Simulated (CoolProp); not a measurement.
Saturated liquid density (kg/m³) of o-xylene: the reference equation beside estimates from Tc = 630.3 K, pc = 3.737 MPa, ω = 0.312. Rackett uses Z = 0.29056 − 0.08775 ω.

Model: reference Helmholtz-energy equation of state, Zhou 2012, in CoolProp.

```
T (K)  reference  Rackett  van der Waals  Soave-Redlich-Kwong
-----  ---------  -------  -------------  -------------------
441.4      745.7    741.0          432.1                658.1
446.4      740.5    735.7          429.0                653.1
451.4      735.3    730.3          426.0                647.9
456.4      730.0    724.8          422.9                642.6
461.4      724.7    719.3          419.7                637.2
466.4      719.2    713.6          416.5                631.6
471.4      713.7    707.9          413.2                625.9
476.4      708.1    702.2          409.9                620.1
481.4      702.4    696.3          406.5                614.2
486.4      696.6    690.4          403.1                608.1
491.4      690.7    684.3          399.6                601.8
```

Absolute difference from the reference over all 11 rows, mean and median: Rackett 0.8 and 0.8 %, van der Waals 42.1 and 42.1 %, Soave-Redlich-Kwong 12.2 and 12.2 %.
